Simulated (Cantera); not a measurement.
A perfectly stirred reactor is fed with NH₃ : N₂ = 1 : 22 (molar parts), at 100000 Pa; it is held at 1650 K, and followed from long to short residence time.

Computed with Cantera and the gas-phase N/H chemistry of the illustrative SiF4/NH3 mechanism in the Surface Chemkin manual (1991). Walls and surfaces, which speed up NH3 decomposition in real reactors, are not modelled.

| quantity | before | after |
|---|---|---|
| x(NH₃) at τ = 18.0 s | 0.0111 | 6.66e-6 |
| x(N) at τ = 18.0 s | 1.90e-8 | 1.72e-6 |
| x(N₂H₄) at τ = 18.0 s | 1.05e-9 | <1e-12 |
| x(NH₂) at τ = 18.0 s | 8.37e-6 | 9.41e-7 |
| x(N₂) at τ = 18.0 s | 0.942 | 0.936 |
| x(NH₃) at τ = 0.180 s | 0.0408 | 0.000309 |
| x(N) at τ = 0.180 s | 1.19e-8 | 7.25e-6 |
| x(N₂H₄) at τ = 0.180 s | 1.37e-8 | 1.90e-11 |
| x(NH₂) at τ = 0.180 s | 3.02e-5 | 1.98e-5 |
| x(N₂) at τ = 0.180 s | 0.955 | 0.937 |

Task: Name the change that produced these shifts.
A) pressure from 100000 Pa to 1100 Pa
B) N2 22 to 5.7 parts
C) temperature 1650 to 2325 K
D) pressure from 100000 Pa to 3200 Pa

Result: C, temperature 1650 to 2325 K
